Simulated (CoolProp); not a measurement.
Vapour-liquid equilibrium of ethane (1) + C2F6 (R116) (2) at 215.6 K; x and y are mole fractions of (1).

The numbers come from the multi-fluid Helmholtz-energy mixture model, Bücker 2006 and Lemmon 2006; pair parameters Bell 2016 in CoolProp.

```
x      bubble pressure, mixture model (MPa)  bubble pressure, Raoult's law (MPa)  y, mixture model  y, Raoult's law
-----  ------------------------------------  -----------------------------------  ----------------  ---------------
0.05                                 0.3133                               0.2786             0.164            0.075
0.125                                0.3706                               0.2895             0.333            0.180
0.2                                  0.4178                               0.3004             0.443            0.277
0.275                                0.4536                               0.3113             0.517            0.368
0.35                                 0.4787                               0.3222             0.567            0.453
0.425                                0.4952                               0.3331             0.603            0.532
0.5                                  0.5052                               0.3440             0.630            0.606
0.575                                0.5107                               0.3549             0.651            0.675
0.65                                 0.5132                               0.3658             0.671            0.740
0.725                                0.5128                               0.3768             0.693            0.802
0.8                                  0.5079                               0.3877             0.724            0.860
0.875                                0.4937                               0.3986             0.776            0.915
0.95                                 0.4598                               0.4095             0.875            0.967
```

The largest gap from Raoult's law is +48.7 % in bubble pressure, at x = 0.425. y crosses x between x = 0.65 and 0.725: the model has an azeotrope there.

The pair parameters rest on a limited set of measurements; away from them the model extrapolates.
